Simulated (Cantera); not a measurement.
A perfectly stirred reactor is fed with NH3 : N2 = 1 : 0.2 (molar parts), at 9.75 Torr; it is held at 2325 K, and followed from long to short residence time.

Detailed kinetics in Cantera: the gas-phase N/H chemistry of the illustrative SiF4/NH3 mechanism in the Surface Chemkin manual (1991). Walls and surfaces, which speed up NH3 decomposition in real reactors, are not modelled.

Q: What does this change do: pressure from 9.75 Torr to 1.00 bar?

A: 
```json
[
 {"quantity": "x(NH3) at τ = 0.540 s", "before": "0.0923", "after": "0.00155"},
 {"quantity": "x(NH2) at τ = 0.540 s", "before": "0.00106", "after": "5.79e-5"},
 {"quantity": "x(N2H2) at τ = 0.540 s", "before": "2.26e-6", "after": "1.81e-8"},
 {"quantity": "x(H2) at τ = 0.540 s", "before": "0.604", "after": "0.674"},
 {"quantity": "x(NH) at τ = 0.540 s", "before": "7.55e-5", "after": "1.44e-5"},
 {"quantity": "x(NH3) at τ = 16.0 ms", "before": "0.673", "after": "0.0598"},
 {"quantity": "x(NH2) at τ = 16.0 ms", "before": "0.00465", "after": "0.000699"},
 {"quantity": "x(N2H2) at τ = 16.0 ms", "before": "2.70e-5", "after": "1.01e-6"},
 {"quantity": "x(H2) at τ = 16.0 ms", "before": "0.128", "after": "0.630"},
 {"quantity": "x(NH) at τ = 16.0 ms", "before": "0.000109", "after": "5.22e-5"}
]
```

Q: What does this change do: NH3 1 to 0.2 parts?

A: 
| quantity | before | after |
|---|---|---|
| x(NH3) at τ = 0.540 s | 0.0923 | 0.0637 |
| x(NH2) at τ = 0.540 s | 0.00106 | 0.000835 |
| x(N2H2) at τ = 0.540 s | 2.26e-6 | 1.57e-6 |
| x(H2) at τ = 0.540 s | 0.604 | 0.434 |
| x(NH) at τ = 0.540 s | 7.55e-5 | 6.77e-5 |
| x(NH3) at τ = 16.0 ms | 0.673 | 0.412 |
| x(NH2) at τ = 16.0 ms | 0.00465 | 0.00357 |
| x(N2H2) at τ = 16.0 ms | 2.70e-5 | 1.49e-5 |
| x(H2) at τ = 16.0 ms | 0.128 | 0.0846 |
| x(NH) at τ = 16.0 ms | 0.000109 | 9.67e-5 |
